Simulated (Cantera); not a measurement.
Charge: 1 mol Si3N4, 3.6 mol H2O, 98 mol N2, equilibrated at 1223 K and 6900 Pa.

Method: chemical equilibrium by Gibbs-energy minimisation in Cantera with the NASA 1993 tables (ideal gas, pure condensed phases). Candidate condensed phases: H2O, Si, SiO2, Si2N2O, Si3N4; 35 gas species. Mutual solubility and eutectic melting of coexisting phases are not modelled. The tables hold silica as quartz up to 1696 K and as liquid above; real silica turns to tridymite and cristobalite and melts near 1996 K. Rates play no part.

Base state: N2 0.965, H2 0.0350 (mole fractions); condensed: SiO2(β-quartz) + Si2N2O(s).

Question: What changes in the equilibrium state with this change: temperature from 1223 K to 1823.15 K?

Answer: 
```tsv
species	before	after
N2	0.965	0.943
H2	0.0350	0.0337
SiO	8.41e-9	0.0227
H	2.14e-7	0.000303
H2O	5.27e-6	7.37e-5
SiO2(β-quartz), mol	1.40	0
Si2N2O(s), mol	0.800	0
SiO2(condensed), mol	0	0.592
```
